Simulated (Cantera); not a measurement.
Standard-state values (1 bar) from the NASA 1993 polynomials, evaluated with Cantera. Values are per mole of reaction as written; species without (g) are pure solids or liquids, kept so even where they would boil at 1 bar. ZrN: taken at fixed stoichiometry.

**Question.** Between 1698 and 2898 K, where is each reaction favourable under standard conditions?
- 2 NO(g) + 3 Zr → 2 ZrN + ZrO₂(g)

**Answer.** 
- 2 NO(g) + 3 Zr → 2 ZrN + ZrO₂(g): ΔG° is -881 kJ at 1698 K and -628 kJ at 2898 K; it stays negative (K > 1). ΔH° is -1276 kJ and ΔS° -224 J/K at 2898 K.
